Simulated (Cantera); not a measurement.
## Equilibrium for sublimation and decomposition of ceramics: SiC + Si + H2

Input: 1 mol SiC, 0.0079 mol Si, 9.3 mol H2, held at 61.0 mbar.

Method: chemical equilibrium by Gibbs-energy minimisation in Cantera with the NASA 1993 tables (ideal gas, pure condensed phases). Candidate condensed phases: C, C6H6, C7H8, C8H18, Si, SiC; 87 gas species. Gases not in the tables: Si2H6 and higher silanes. Rates play no part.

From 2223 K to 2498 K the condensed part is SiC(s). The main Si-bearing gas is Si throughout. The share of Si in condensed phases is highest at 2223 K (97.8 %) and lowest at 2498 K (69.7 %).

```
T (K)   x H2     x H     x Si  x C2H2 (acetylene)    x SiC2    x Si2C  n SiC(s)
-----  -----  ------  -------  ------------------  --------  --------  --------
2223   0.972  0.0256  0.00180            0.000651   4.37e-5  0.000114     0.986
2248   0.967  0.0293  0.00223            0.000894   7.16e-5  0.000154     0.980
2273   0.962  0.0334  0.00278             0.00120  0.000115  0.000207     0.973
2298   0.956  0.0379  0.00346             0.00157  0.000182  0.000279     0.964
2323   0.950  0.0430  0.00430             0.00203  0.000284  0.000375     0.952
2348   0.942  0.0485  0.00535             0.00258  0.000436  0.000503     0.937
2373   0.933  0.0546  0.00665             0.00325  0.000662  0.000672     0.917
2398   0.924  0.0613  0.00823             0.00404  0.000994  0.000894     0.893
2423   0.913  0.0686   0.0102             0.00497   0.00148   0.00118     0.861
2448   0.900  0.0765   0.0125             0.00606   0.00217   0.00156     0.821
2473   0.886  0.0850   0.0154             0.00732   0.00316   0.00205     0.769
2498   0.869  0.0941   0.0189             0.00875   0.00457   0.00269     0.702
```
x: gas mole fraction; n: condensed amount in mol.
